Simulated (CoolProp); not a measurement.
R1123 along the isotherm 355.7 K: Z from the reference equation and from simpler models built on Tc = 331.7 K, pc = 4.549 MPa, ω = 0.243; each cubic takes its own stable root.

Model: reference Helmholtz-energy equation of state, Akasaka 2020, in CoolProp.

```tsv
p (MPa)	phase	reference
1.03	gas	0.9353
2.07	gas	0.8645
3.1	gas	0.7870
4.14	gas	0.6983
5.17	supercritical	0.5943
6.2	supercritical	0.4677
7.24	supercritical	0.3708
8.27	supercritical	0.3507
9.3	supercritical	0.3596
10.3	supercritical	0.3767
11.4	supercritical	0.3991
```

Q: How far does each simpler model (van der Waals, Peng-Robinson) lie from the reference over these 11 states: mean and median of the absolute difference, and the worst?

A: 
- van der Waals: mean 12.1 %, median 8.9 %, worst +29.8 % at 355.7 K and 11.4 MPa
- Peng-Robinson: mean 4.4 %, median 2.3 %, worst +9.8 % at 355.7 K and 8.27 MPa
